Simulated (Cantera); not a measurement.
## FeCl3 + H2O + H2 (halide evaporation, hydrolysis and transport)

A closed system holds: 1 mol FeCl3, 1.7 mol H2O, 110 mol H2, at 10.0 Torr.

Method: chemical equilibrium by Gibbs-energy minimisation in Cantera with the NASA 1993 tables (ideal gas, pure condensed phases). Candidate condensed phases: Fe, FeCl2, FeCl3, FeO, Fe(OH)2, Fe(OH)3, Fe2O3, Fe3O4, H2O; 22 gas species. Rates play no part.

```json
[
 {"T (K)": "1075", "x H2": "0.959", "x HCl": "0.0262", "x H": "1.24e-7", "x H2O": "0.0150", "x Fe": "3.38e-11", "x FeCl2": "0.000174", "x Cl": "3.07e-9", "x OH": "7.39e-12", "n Fe(α)": "0.980", "n Fe(γ)": "0", "n Fe(δ)": "0", "n Fe(l)": "0"},
 {"T (K)": "1175", "x H2": "0.959", "x HCl": "0.0260", "x H": "1.04e-6", "x H2O": "0.0150", "x Fe": "1.58e-9", "x FeCl2": "0.000245", "x Cl": "2.46e-8", "x OH": "1.13e-10", "n Fe(α)": "0.972", "n Fe(γ)": "0", "n Fe(δ)": "0", "n Fe(l)": "0"},
 {"T (K)": "1275", "x H2": "0.959", "x HCl": "0.0259", "x H": "6.25e-6", "x H2O": "0.0150", "x Fe": "3.96e-8", "x FeCl2": "0.000322", "x Cl": "1.43e-7", "x OH": "1.14e-9", "n Fe(α)": "0", "n Fe(γ)": "0.964", "n Fe(δ)": "0", "n Fe(l)": "0"},
 {"T (K)": "1375", "x H2": "0.959", "x HCl": "0.0257", "x H": "2.91e-5", "x H2O": "0.0150", "x Fe": "6.16e-7", "x FeCl2": "0.000403", "x Cl": "6.45e-7", "x OH": "8.19e-9", "n Fe(α)": "0", "n Fe(γ)": "0.954", "n Fe(δ)": "0", "n Fe(l)": "0"},
 {"T (K)": "1475", "x H2": "0.959", "x HCl": "0.0255", "x H": "0.000110", "x H2O": "0.0150", "x Fe": "6.55e-6", "x FeCl2": "0.000487", "x Cl": "2.37e-6", "x OH": "4.51e-8", "n Fe(α)": "0", "n Fe(γ)": "0.944", "n Fe(δ)": "0", "n Fe(l)": "0"},
 {"T (K)": "1575", "x H2": "0.959", "x HCl": "0.0253", "x H": "0.000352", "x H2O": "0.0150", "x Fe": "5.12e-5", "x FeCl2": "0.000571", "x Cl": "7.40e-6", "x OH": "2.00e-7", "n Fe(α)": "0", "n Fe(γ)": "0.930", "n Fe(δ)": "0", "n Fe(l)": "0"},
 {"T (K)": "1675", "x H2": "0.958", "x HCl": "0.0252", "x H": "0.000984", "x H2O": "0.0150", "x Fe": "0.000311", "x FeCl2": "0.000652", "x Cl": "2.02e-5", "x OH": "7.46e-7", "n Fe(α)": "0", "n Fe(γ)": "0", "n Fe(δ)": "0.891", "n Fe(l)": "0"},
 {"T (K)": "1775", "x H2": "0.955", "x HCl": "0.0249", "x H": "0.00245", "x H2O": "0.0150", "x Fe": "0.00153", "x FeCl2": "0.000726", "x Cl": "4.91e-5", "x OH": "2.39e-6", "n Fe(α)": "0", "n Fe(γ)": "0", "n Fe(δ)": "0.744", "n Fe(l)": "0"},
 {"T (K)": "1875", "x H2": "0.948", "x HCl": "0.0246", "x H": "0.00553", "x H2O": "0.0149", "x Fe": "0.00609", "x FeCl2": "0.000767", "x Cl": "0.000109", "x OH": "6.76e-6", "n Fe(α)": "0", "n Fe(γ)": "0", "n Fe(δ)": "0", "n Fe(l)": "0.216"},
 {"T (K)": "1975", "x H2": "0.940", "x HCl": "0.0252", "x H": "0.0115", "x H2O": "0.0148", "x Fe": "0.00835", "x FeCl2": "0.000344", "x Cl": "0.000230", "x OH": "1.72e-5", "n Fe(α)": "0", "n Fe(γ)": "0", "n Fe(δ)": "0", "n Fe(l)": "0"},
 {"T (K)": "2075", "x H2": "0.929", "x HCl": "0.0253", "x H": "0.0222", "x H2O": "0.0147", "x Fe": "0.00852", "x FeCl2": "0.000124", "x Cl": "0.000446", "x OH": "4.01e-5", "n Fe(α)": "0", "n Fe(γ)": "0", "n Fe(δ)": "0", "n Fe(l)": "0"}
]
```
x: gas mole fraction; n: condensed amount in mol.

From 1075 K to 1175 K the condensed part is Fe(α). From 1275 K to 1575 K the condensed part is Fe(γ). From 1675 K to 1775 K the condensed part is Fe(δ). At 1875 K the condensed part is Fe(l). From 1975 K to 2075 K nothing is condensed. The main Fe-bearing gas is FeCl2 at 1075 K and Fe at 2075 K.
